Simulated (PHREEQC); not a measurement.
A solution holds 120 mmol/kgw HF, 39 mmol/kgw NaF and 0.42 mmol/kgw H2SO4, at 25 °C. It is in equilibrium with CO2 at log p = -1 (atm). Otherwise closed; pH follows from the charge balance.

The numbers come from PHREEQC with the ion-association model, phreeqc.dat.

```tsv
quantity	before	after
pH	2.53	1.67
ionic strength (mol/kgw)	0.0423	0.0645
F- (mol/kgw)	0.0293	0.0210
HF2- (mol/kgw)	0.0119	0.0428
NaF (mol/kgw)	0.000442	0.000296
```

Question: Which change was made?
(A) 0.0036 mol/kgw NH3 added
(B) temperature from 25 to 20 °C
(C) diluted 2-fold with water
(D) H2SO4 replaced by KHSO4 at the same molality
(E) HF from 0.12 to 0.6 mol/kgw

Answer: E, HF from 0.12 to 0.6 mol/kgw

Precipitation was switched off in this run.
